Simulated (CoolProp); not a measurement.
Aqueous ammonia as a coolant, at 1 °C, 1 atm.

Values from CoolProp's Melinder's fits for secondary coolants.

```csv
mass %,freezing point (°C),Prandtl number,conductivity (W/(m K)),density (kg/m³),viscosity (mPa s)
1.1,-1.3,14.1,0.550,995.5,1.85
3.9,-4.6,14.8,?,984.4,1.87
6.8,-8.6,15.3,0.517,?,1.88
9.6,-12.9,16.1,?,?,1.92
12.4,-17.9,17.3,0.485,954.4,1.99
15.2,-23.7,18.6,?,945.5,2.07
18,-30.6,19.9,0.455,937.1,?
20.8,-39.0,20.9,0.443,928.9,2.19
23.6,?,21.3,0.433,921.0,2.18
```

Q: Some entries are withheld; supply them.

A: 
- 3.9, conductivity (W/(m K)): 0.534
- 6.8, density (kg/m³): 973.5
- 9.6, conductivity (W/(m K)): 0.501
- 9.6, density (kg/m³): 963.7
- 15.2, conductivity (W/(m K)): 0.469
- 18, viscosity (mPa s): 2.15
- 23.6, freezing point (°C): -49.4
